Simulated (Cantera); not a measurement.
Feed: 1 mol N2O, 0.79 mol H2, equilibrated at 800 K and 17.0 mbar.

These are equilibrium values from Cantera (NASA tables, ideal gas, pure condensed phases), not measurements of a reactor. Candidate condensed phases: H2O; 24 gas species. The numbers say what is thermodynamically allowed, not how fast it happens.

Base state: N2 0.528, H2O 0.417, O2 0.0554 (mole fractions); condensed: gas only.

Task: What changes in the equilibrium state with this change: H2 from 0.79 to 8.1 mol?

Result: 
| species | before | after |
|---|---|---|
| H2 | <1e-9 | 0.780 |
| H2O | 0.417 | 0.110 |
| N2 | 0.528 | 0.110 |
| O2 | 0.0554 | <1e-9 |
| NH3 | <1e-9 | 1.16e-5 |

Task: What changes in the equilibrium state with this change: temperature from 800 K to 3025 K?

Result: 
```tsv
species	before	after
N2	0.528	0.330
H	<1e-9	0.311
O	<1e-9	0.175
H2O	0.417	0.0280
H2	<1e-9	0.0565
OH	3.54e-9	0.0521
NO	8.42e-7	0.0129
O2	0.0554	0.0343
N	<1e-9	7.20e-5
```
